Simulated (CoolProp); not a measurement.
Saturation properties of normal hydrogen (Tc = -240.0 °C, pc = 1296 kPa, ω = -0.219).

The numbers come from the reference Helmholtz-energy equation of state, Leachman 2009 in CoolProp.

```json
[
 {"T (°C)": "-252.85", "p (kPa)": "99.28", "vapour density (kg/m³)": "1.308", "liquid cp (kJ/(kg K))": "9.734"},
 {"T (°C)": "-251.35", "p (kPa)": "151.0", "vapour density (kg/m³)": "1.915", "liquid cp (kJ/(kg K))": "10.64"},
 {"T (°C)": "-249.85", "p (kPa)": "___", "vapour density (kg/m³)": "2.709", "liquid cp (kJ/(kg K))": "11.73"},
 {"T (°C)": "-248.25", "p (kPa)": "314.3", "vapour density (kg/m³)": "___", "liquid cp (kJ/(kg K))": "13.19"},
 {"T (°C)": "-246.75", "p (kPa)": "426.2", "vapour density (kg/m³)": "5.161", "liquid cp (kJ/(kg K))": "15.04"},
 {"T (°C)": "-245.25", "p (kPa)": "563.5", "vapour density (kg/m³)": "6.914", "liquid cp (kJ/(kg K))": "17.75"},
 {"T (°C)": "-243.75", "p (kPa)": "___", "vapour density (kg/m³)": "___", "liquid cp (kJ/(kg K))": "22.33"},
 {"T (°C)": "-242.25", "p (kPa)": "927.2", "vapour density (kg/m³)": "12.63", "liquid cp (kJ/(kg K))": "32.58"},
 {"T (°C)": "-240.65", "p (kPa)": "___", "vapour density (kg/m³)": "___", "liquid cp (kJ/(kg K))": "98.57"}
]
```

Question: Some entries are withheld; supply them.

Answer: 
- -249.85, p (kPa): 219.6
- -248.25, vapour density (kg/m³): 3.814
- -243.75, p (kPa): 729.2
- -243.75, vapour density (kg/m³): 9.261
- -240.65, p (kPa): 1180
- -240.65, vapour density (kg/m³): 19.28

It boils at -252.8 °C under 1 atm.
